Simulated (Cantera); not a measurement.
Cantera run:

```python
import numpy as np
import cantera as ct

gas_names = """
    CL CL2 H HCL H2 Si SiCL SiCL2 SiCL3 SiCL4 SiH SiHCL3 SiH2 SiH2CL2 SiH3 SiH3CL SiH4 Si2 Si3
""".split()
cond_names = """
    Si(cr) Si(L)
""".split()


# ... load() reads the species with a 1 bar reference pressure and builds the phases ...
atoms = {
    'SiHCl3': {'Si': 1, 'H': 1, 'CL': 3},
    'Cl2': {'CL': 2},
    'H2': {'H': 2},
    'HCl': {'H': 1, 'CL': 1},
}
top_T = {}  # K; cautious upper limits of use, not melting points


# ... equilibrate(T, P, feed) seeds the gas with the atoms and calls Mixture.equilibrate('TP', solver="vcs", rtol=1e-11, max_steps=5000) ...
results = []
feed = {'SiHCl3': 1, 'Cl2': 0.027, 'H2': 22, 'HCl': 0.045}  # mol
P = 133.322  # Pa
for T in [875, 925, 975, 1025, 1075, 1125, 1175, 1225, 1275, 1325, 1375, 1425, 1475, 1525]:
    mix = equilibrate(T, P, feed)
    results.append((T, P, feed, dict(zip(mix.species_names, mix.species_moles))))

top = {s: max(r[3][s] / sum(r[3][g] for g in gas_names) for r in results) for s in gas_names}
cols = sorted((s for s in top if top[s] > 0.001), key=lambda s: -top[s])[:5]
seen = [c for c in cond_names if any(r[3].get(c, 0) > 1e-12 for r in results)]
print("log10 of partial pressures in bar; condensed amounts in mol")
print(f"{'T/K':>10s}" + "".join(f"{s[:9]:>10s}" for s in cols + seen))
for T, P, feed, n in results:
    ng = sum(n[g] for g in gas_names)
    print(f"{T:10.4g}" + "".join(f"{np.log10(max(n[s] / ng * P / 1e5, 1e-99)):10.3f}" for s in cols)
          + "".join(f"{n.get(c, 0):10.4g}" for c in seen))
```

Result:

```
log10 of partial pressures in bar; condensed amounts in mol
       T/K        H2       HCL     SiCL4     SiCL2    SiHCL3    Si(cr)
       875    -2.895    -4.756    -4.454    -6.512    -5.253    0.2723
       925    -2.898    -4.539    -4.496    -6.021    -5.294    0.3169
       975    -2.902    -4.354    -4.566    -5.599    -5.357     0.371
      1025    -2.907    -4.202    -4.683    -5.245    -5.454    0.4264
      1075    -2.913    -4.086    -4.873    -4.967    -5.606    0.4701
      1125    -2.918    -4.009    -5.162    -4.773    -5.832    0.4925
      1175    -2.922    -3.969    -5.551    -4.659    -6.130    0.4958
      1225    -2.923    -3.954    -5.996    -4.599    -6.470    0.4889
      1275    -2.924    -3.951    -6.449    -4.566    -6.815    0.4781
      1325    -2.924    -3.953    -6.886    -4.545    -7.148    0.4664
      1375    -2.924    -3.956    -7.299    -4.530    -7.461    0.4547
      1425    -2.924    -3.960    -7.685    -4.518    -7.755    0.4436
      1475    -2.923    -3.965    -8.047    -4.508    -8.029    0.4329
      1525    -2.923    -3.969    -8.385    -4.499    -8.287    0.4228
```

Cantera equilibrium calculation (NASA polynomials, part measured and part estimated; ideal gas, pure solids and liquids). The tables' values for SiCl3, SiCl are old estimates; treat these amounts as uncertain.
